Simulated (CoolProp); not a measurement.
Vapour-liquid equilibrium of CH2F2 (R32) (1) + R227EA (2) at 240 K; x and y are mole fractions of (1).

Values from CoolProp's multi-fluid Helmholtz-energy mixture model, Tillner-Roth 1997 and Lemmon 2016; pair parameters Bell 2016.

Question: Give the bubble pressure and the first vapour's composition at x = 0.05, 0.15, 0.35. Is there an azeotrope?

Answer: x = 0.05: 0.05895 MPa, y = 0.251; x = 0.15: 0.08526 MPa, y = 0.529; x = 0.35: 0.1336 MPa, y = 0.759. No azeotrope shows between x = 0.05 and 0.95.

Pair parameters are fitted to limited data, so mixtures are less certain than the pure fluids.
